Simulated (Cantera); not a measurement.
## Hydrocarbon pyrolysis for carbon deposition

An isothermal, constant-pressure homogeneous reactor starts with CH4 : H2 = 1 : 53 (molar parts), at 1673 K and 0.00260 bar.

Detailed kinetics in Cantera: GRI-Mech 3.0 (53 species, 325 reactions). GRI-Mech 3.0 stops at C3 and has no aromatics, soot or wall deposition, so with more carbon than oxygen in the feed, carbon stays in small species such as C2H2 where larger ones or solid carbon would form. Radical loss at walls, strong at low pressure, is not modelled.

```csv
t (s),x CH4,x H2,x C2H2,x H,x C2H
2.00e-6,0.0185,0.981,<1e-12,1.37e-9,<1e-12
8.76e-6,0.0185,0.981,<1e-12,6.04e-9,<1e-12
3.84e-5,0.0185,0.981,<1e-12,2.73e-8,<1e-12
0.000168,0.0185,0.981,<1e-12,1.32e-7,<1e-12
0.000737,0.0185,0.981,<1e-12,6.70e-7,<1e-12
0.00323,0.0185,0.981,<1e-12,3.12e-6,<1e-12
0.0141,0.0185,0.981,2.06e-11,1.39e-5,<1e-12
0.0620,0.0185,0.981,9.04e-9,6.09e-5,<1e-12
0.271,0.0184,0.981,4.15e-6,0.000267,5.53e-12
1.19,0.0171,0.981,0.000503,0.00101,2.54e-9
5.21,0.00898,0.985,0.00452,0.00154,3.45e-8
22.8,0.00214,0.988,0.00799,0.00193,7.63e-8
100,0.000379,0.989,0.00889,0.00220,9.66e-8
```
x: mole fraction; the columns are a selection and need not sum to one.

Equilibrium at this temperature and pressure: CH4 3.88e-5, H2 0.989, C2H2 0.00906, H 0.00224, C2H 1.00e-7 (gas phase only).
